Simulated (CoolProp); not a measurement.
Cyclohexane at 456.46 K and 3.44 MPa is throttled through a valve to 1.32 MPa with no heat exchange. Each further row changes one setting.

Model: reference Helmholtz-energy equation of state, Zhou 2014, in CoolProp.

| case | temperature change (K) | final phase | final density (kg/m³) |
|---|---|---|---|
| as stated | -0.0 | liquid | … |
| outlet pressure 0.396 MPa | … | … | 26.7 |
| outlet pressure 1.72 MPa | -0.0 | liquid | … |

Task: Fill in the missing entries.

Result: 
- as stated, final density (kg/m³): 602
- outlet pressure 0.396 MPa, temperature change (K): -49.3
- outlet pressure 0.396 MPa, final phase: two-phase, vapour fraction 0.399
- outlet pressure 1.72 MPa, final density (kg/m³): 604
